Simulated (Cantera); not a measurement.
An isothermal, constant-pressure homogeneous reactor starts with NO : N2 = 1 : 1.4 (molar parts), at 1873 K and 3600 Pa. Integrator tolerance rtol = 1e-08.

Detailed kinetics in Cantera: GRI-Mech 3.0 (53 species, 325 reactions). Radical loss at walls, strong at low pressure, is not modelled.

Q: What does this change do: pressure from 3600 Pa to 14000 Pa?

A: 
```
quantity                                             before                                     after
----------------  -----------------------------------------  ----------------------------------------
x(NO) at 1.00 s       0.409 (gas-phase equilibrium 0.00524)     0.391 (gas-phase equilibrium 0.00524)
x(N2) at 1.00 s         0.587 (gas-phase equilibrium 0.789)       0.596 (gas-phase equilibrium 0.789)
x(N2O) at 1.00 s    6.43e-5 (gas-phase equilibrium 5.66e-8)   6.15e-5 (gas-phase equilibrium 1.12e-7)
x(O) at 1.00 s    0.000142 (gas-phase equilibrium 0.000568)  9.08e-5 (gas-phase equilibrium 0.000288)
x(NO2) at 1.00 s    2.95e-5 (gas-phase equilibrium 2.13e-6)   8.71e-5 (gas-phase equilibrium 4.20e-6)
x(O2) at 1.00 s       0.00390 (gas-phase equilibrium 0.205)      0.0128 (gas-phase equilibrium 0.206)
```

Q: What does this change do: temperature 1873 to 2150 K?

A: 
```tsv
quantity	before	after
x(NO) at 1.00 s	0.409 (gas-phase equilibrium 0.00524)	0.247 (gas-phase equilibrium 0.0110)
x(N2) at 1.00 s	0.587 (gas-phase equilibrium 0.789)	0.667 (gas-phase equilibrium 0.784)
x(N2O) at 1.00 s	6.43e-5 (gas-phase equilibrium 5.66e-8)	1.88e-5 (gas-phase equilibrium 1.16e-7)
x(O) at 1.00 s	0.000142 (gas-phase equilibrium 0.000568)	0.00312 (gas-phase equilibrium 0.00463)
x(NO2) at 1.00 s	2.95e-5 (gas-phase equilibrium 2.13e-6)	3.98e-5 (gas-phase equilibrium 2.77e-6)
x(O2) at 1.00 s	0.00390 (gas-phase equilibrium 0.205)	0.0830 (gas-phase equilibrium 0.200)
```
